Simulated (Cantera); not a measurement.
A perfectly stirred reactor is fed with CH3OH : O2 : N2 = 1 : 1.25 : 4.7 (molar parts), at 20.0 bar; it is adiabatic with a 500 K inlet, and is followed from long to short residence time, starting on the burning branch (τ in s: 0.078, 0.036, 0.016, 0.0075, 0.0034, 0.0016, 0.00072, 0.00033, 0.00015, 6.9e-05, 3.1e-05).

Model: GRI-Mech 3.0 (53 species, 325 reactions), integrated in Cantera. GRI-Mech 3.0 was tuned for natural gas; its chemistry of methanol as a main component is partial and can be far from experiment. The pressure lies above the range GRI-Mech 3.0 was tuned for (to about 10 atm).

What does this change do: 0.2 parts H2O added?


| quantity | before | after |
|---|---|---|
| blow-out, bracketed by the residence times tried | burning at 31.0 µs, the shortest tried | burning at 31.0 µs, the shortest tried |
| x(CH3OH) at τ = 78.0 ms | 2.59e-7 | 3.30e-7 |
| x(O2) at τ = 78.0 ms | 4.41e-5 | 3.60e-5 |
| x(CO2) at τ = 78.0 ms | 0.0861 | 0.0855 |
| x(NO2) at τ = 78.0 ms | 9.68e-9 | 5.85e-9 |
| x(CH4) at τ = 78.0 ms | 2.02e-6 | 3.15e-6 |
| x(CH3OH) at τ = 1.60 ms | 6.49e-6 | 7.36e-6 |
| x(O2) at τ = 1.60 ms | 0.000461 | 0.000457 |
| x(CO2) at τ = 1.60 ms | 0.0853 | 0.0847 |
| x(NO2) at τ = 1.60 ms | 2.31e-8 | 1.59e-8 |
| x(CH4) at τ = 1.60 ms | 1.00e-5 | 1.12e-5 |

What does this change do: pressure from 20.0 bar to 15.0 bar?


| quantity | before | after |
|---|---|---|
| blow-out, bracketed by the residence times tried | burning at 31.0 µs, the shortest tried | burning at 31.0 µs, the shortest tried |
| x(CH3OH) at τ = 78.0 ms | 2.59e-7 | 2.97e-7 |
| x(O2) at τ = 78.0 ms | 4.41e-5 | 5.79e-5 |
| x(CO2) at τ = 78.0 ms | 0.0861 | 0.0860 |
| x(NO2) at τ = 78.0 ms | 9.68e-9 | 1.11e-8 |
| x(CH4) at τ = 78.0 ms | 2.02e-6 | 1.89e-6 |
| x(CH3OH) at τ = 1.60 ms | 6.49e-6 | 6.93e-6 |
| x(O2) at τ = 1.60 ms | 0.000461 | 0.000585 |
| x(CO2) at τ = 1.60 ms | 0.0853 | 0.0851 |
| x(NO2) at τ = 1.60 ms | 2.31e-8 | 2.61e-8 |
| x(CH4) at τ = 1.60 ms | 1.00e-5 | 7.25e-6 |
